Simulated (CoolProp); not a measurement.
Vapour pressure (bar) of octamethyltrisiloxane (MDM): the reference equation beside estimates from Tc = 292.2 °C, pc = 14.38 bar, ω = 0.528. Clausius-Clapeyron is anchored at 39.05 °C with a constant enthalpy of vaporisation of 47.02 kJ/mol.

Computed with CoolProp (reference Helmholtz-energy equation of state, Thol 2017).

```tsv
T (°C)	reference	Lee-Kesler	Clausius-Clapeyron	van der Waals	Soave-Redlich-Kwong	Peng-Robinson
39.05	0.01189	0.01235	0.01189	0.7602	0.01242	0.01363
61.25	0.03878	0.03930	0.03957	1.149	0.03943	0.04197
83.45	0.1049	0.1049	0.1134	1.657	0.1050	0.1092
105.75	0.2453	0.2437	0.2884	2.299	0.2436	0.2491
127.95	0.5072	0.5026	0.6589	3.085	0.5027	0.5074
150.25	0.9554	0.9461	1.385	4.032	0.9486	0.9486
172.45	1.660	1.644	2.694	5.142	1.655	1.645
194.65	2.707	2.683	4.920	6.429	2.714	2.688
```

Absolute difference from the reference over all 8 rows, mean and median: Lee-Kesler 1.2 and 0.9 %, Clausius-Clapeyron 30.8 and 23.7 %, van der Waals 1581.4 and 672.7 %, Soave-Redlich-Kwong 1.1 and 0.7 %, Peng-Robinson 3.9 and 1.2 %.
